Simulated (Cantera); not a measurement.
## Low-pressure radical oxidation in H2/O2

A perfectly stirred reactor is fed with 4.21 % H₂, 95.8 % O₂, at 20.3 Torr; it is held at 1325 K, and followed from long to short residence time.

Detailed kinetics in Cantera: GRI-Mech 3.0 (53 species, 325 reactions). Radical loss at walls, strong at low pressure, is not modelled. The temperature is held fixed by assumption; the heat of reaction is taken as removed at once.

```
τ (s)        x H₂   x O₂   x H₂O₂       x H      x OH   x H₂O    x HO₂
-------  --------  -----  -------  --------  --------  ------  -------
8.5       1.98e-5  0.956  2.53e-8   8.82e-6  0.000549  0.0427  4.34e-7
3.1       3.74e-5  0.956  3.60e-8   2.40e-5  0.000766  0.0426  7.02e-7
1.1       7.07e-5  0.955  4.98e-8   6.64e-5   0.00108  0.0424  1.10e-6
0.41     0.000128  0.953  6.53e-8  0.000171   0.00147  0.0420  1.60e-6
0.15     0.000231  0.950  8.24e-8  0.000427   0.00200  0.0414  2.22e-6
0.054    0.000411  0.945  9.95e-8  0.000993   0.00266  0.0405  2.90e-6
0.020    0.000703  0.939  1.15e-7   0.00197   0.00337  0.0392  3.50e-6
0.0071    0.00124  0.932  1.31e-7   0.00329   0.00412  0.0375  4.00e-6
0.0026    0.00234  0.928  1.56e-7   0.00452   0.00491  0.0352  4.38e-6
0.00094   0.00490  0.928  1.97e-7   0.00542   0.00587  0.0317  4.67e-6
0.00034    0.0108  0.933  2.37e-7   0.00548   0.00662  0.0253  4.70e-6
```
x: mole fraction; the columns are a selection and need not sum to one.
